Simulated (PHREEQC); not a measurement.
Dissolve 0.32 mol/kgw NaCl, 0.014 mol/kgw KCl and 0.011 mol/kgw LiCl at 25 °C. Closed to the air; pH follows from the charge balance.

Computed with PHREEQC (Pitzer model, pitzer.dat).

Precipitation was switched off in this run.

Q: What activity of water, specific conductance does the model give?

A: activity of water 0.989; specific conductance 32600 µS/cm.

Species that the database lacks are ignored.
